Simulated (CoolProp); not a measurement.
Vapour-liquid equilibrium of trans-2-butene (1) + ethanol (2) at 377.8 K; x and y are mole fractions of (1).

Computed with CoolProp (multi-fluid Helmholtz-energy mixture model, Lemmon 2005 and Schroeder 2014; pair parameters Bell 2016).

```json
[
 {"x": "0.05", "bubble pressure (MPa)": "0.4781", "y at the bubble point": "0.454", "dew pressure at overall composition x (MPa)": "0.2762", "liquid density (mol/L)": "14.94"},
 {"x": "0.125", "bubble pressure (MPa)": "0.7673", "y at the bubble point": "0.667", "dew pressure at overall composition x (MPa)": "0.3000", "liquid density (mol/L)": "14.28"},
 {"x": "0.2", "bubble pressure (MPa)": "0.9965", "y at the bubble point": "0.750", "dew pressure at overall composition x (MPa)": "(withheld)", "liquid density (mol/L)": "13.65"},
 {"x": "0.275", "bubble pressure (MPa)": "(withheld)", "y at the bubble point": "0.791", "dew pressure at overall composition x (MPa)": "0.3619", "liquid density (mol/L)": "13.04"},
 {"x": "0.35", "bubble pressure (MPa)": "1.268", "y at the bubble point": "0.813", "dew pressure at overall composition x (MPa)": "0.4031", "liquid density (mol/L)": "12.45"},
 {"x": "0.425", "bubble pressure (MPa)": "1.335", "y at the bubble point": "0.827", "dew pressure at overall composition x (MPa)": "0.4546", "liquid density (mol/L)": "11.88"},
 {"x": "0.5", "bubble pressure (MPa)": "1.379", "y at the bubble point": "0.836", "dew pressure at overall composition x (MPa)": "0.5207", "liquid density (mol/L)": "11.33"},
 {"x": "0.575", "bubble pressure (MPa)": "1.415", "y at the bubble point": "0.845", "dew pressure at overall composition x (MPa)": "0.6087", "liquid density (mol/L)": "10.81"},
 {"x": "0.65", "bubble pressure (MPa)": "1.450", "y at the bubble point": "0.855", "dew pressure at overall composition x (MPa)": "0.7315", "liquid density (mol/L)": "10.33"},
 {"x": "0.725", "bubble pressure (MPa)": "1.490", "y at the bubble point": "0.868", "dew pressure at overall composition x (MPa)": "(withheld)", "liquid density (mol/L)": "(withheld)"},
 {"x": "0.8", "bubble pressure (MPa)": "(withheld)", "y at the bubble point": "0.889", "dew pressure at overall composition x (MPa)": "1.202", "liquid density (mol/L)": "9.464"},
 {"x": "0.875", "bubble pressure (MPa)": "1.584", "y at the bubble point": "0.919", "dew pressure at overall composition x (MPa)": "1.506", "liquid density (mol/L)": "9.096"},
 {"x": "0.95", "bubble pressure (MPa)": "1.628", "y at the bubble point": "0.962", "dew pressure at overall composition x (MPa)": "1.618", "liquid density (mol/L)": "8.776"}
]
```

**Question.** Some entries are withheld; supply them.

**Answer.** 
- 0.2, dew pressure at overall composition x (MPa): 0.3281
- 0.275, bubble pressure (MPa): 1.160
- 0.725, dew pressure at overall composition x (MPa): 0.9139
- 0.725, liquid density (mol/L): 9.877
- 0.8, bubble pressure (MPa): 1.535

No azeotrope shows between x = 0.05 and 0.95.

Pair parameters are fitted to limited data, so mixtures are less certain than the pure fluids. With so large a gap from Raoult's law the liquid may split in two, which this calculation doesn't test in full.
